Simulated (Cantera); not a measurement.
An adiabatic, constant-pressure homogeneous reactor starts with CH4 : O2 : N2 = 1 : 2.25 : 21.6 (molar parts), at 1700 K and 1430 Torr.

Cantera simulation using GRI-Mech 3.0 (53 species, 325 reactions); the numbers are that mechanism's predictions, not measurements.

Predict: time of steepest temperature rise; temperature at 4.00 s; equilibrium temperature; x(O2) at 4.00 s; x(CO) at 4.00 s.


| Item | Result |
|---|---|
| time of steepest temperature rise | 0.242 ms |
| temperature at 4.00 s | 2443 K |
| equilibrium temperature | 2443 K |
| x(O2) at 4.00 s | 0.0107 (gas-phase equilibrium 0.0107) |
| x(CO) at 4.00 s | 0.00643 (gas-phase equilibrium 0.00643) |
